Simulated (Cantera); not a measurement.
Charge: 1 mol Si₃N₄, 2.8 mol CO₂, 1.3 mol H₂, held at 0.0825 Torr.

These are equilibrium values from Cantera (NASA tables, ideal gas, pure condensed phases), not measurements of a reactor. Candidate condensed phases: C, C₆H₆, C₇H₈, C₈H₁₈, H₂O, Si, SiC, SiO₂, Si₂N₂O, Si₃N₄; 151 gas species. Rates play no part. All values below are at 1498 K.

Base state: CO 0.329, SiO 0.306, N₂ 0.212, H₂ 0.153, H 0.000640 (mole fractions); condensed: Si₂N₂O(s).

Question: What changes in the equilibrium state with this change: pressure from 0.0825 Torr to 0.825 Torr?

Answer: 
```json
[
 {"species": "CO", "before": "0.329", "after": "0.532"},
 {"species": "H₂", "before": "0.153", "after": "0.247"},
 {"species": "N₂", "before": "0.212", "after": "0.188"},
 {"species": "SiO", "before": "0.306", "after": "0.0324"},
 {"species": "H₂O", "before": "6.94e-7", "after": "1.12e-5"},
 {"species": "H", "before": "0.000640", "after": "0.000257"},
 {"species": "Si₂N₂O(s), mol", "before": "0.200", "after": "1.01"},
 {"species": "SiO₂(β-quartz), mol", "before": "0", "after": "0.810"}
]
```
Mutual solubility and eutectic melting of coexisting phases are not modelled. The tables hold silica as quartz up to 1696 K and as liquid above; real silica turns to tridymite and cristobalite and melts near 1996 K.
